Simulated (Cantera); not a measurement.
An adiabatic, constant-pressure homogeneous reactor starts with H2 : O2 : N2 : NO = 1 : 0.667 : 2 : 0.0056 (molar parts), at 1100 K and 1000000 Pa. Integrator tolerance rtol = 1e-08.

Detailed kinetics in Cantera: GRI-Mech 3.0 (53 species, 325 reactions). The hydrogen kinetics of GRI-Mech 3.0 are dated; newer H2 mechanisms differ, most at raised pressure. The mechanism lacks 2 NO + O2 → 2 NO2 and HONO, so NO2 and the effect of NO are under-described below about 1400 K.

Q: What does this change do: 0.068 parts H2O added?

A: 
| quantity | before | after |
|---|---|---|
| time of steepest temperature rise | 70.3 µs | 97.8 µs |
| temperature at 7.00 s | 2806 K | 2775 K |
| equilibrium temperature | 2806 K | 2775 K |
| x(H2) at 7.00 s | 0.00982 (gas-phase equilibrium 0.00982) | 0.00923 (gas-phase equilibrium 0.00923) |
| x(O2) at 7.00 s | 0.0435 (gas-phase equilibrium 0.0435) | 0.0430 (gas-phase equilibrium 0.0430) |
| x(NO) at 7.00 s | 0.0150 (gas-phase equilibrium 0.0150) | 0.0141 (gas-phase equilibrium 0.0141) |
| x(O) at 7.00 s | 0.00369 (gas-phase equilibrium 0.00369) | 0.00324 (gas-phase equilibrium 0.00324) |
| x(N2) at 7.00 s | 0.615 (gas-phase equilibrium 0.615) | 0.603 (gas-phase equilibrium 0.603) |
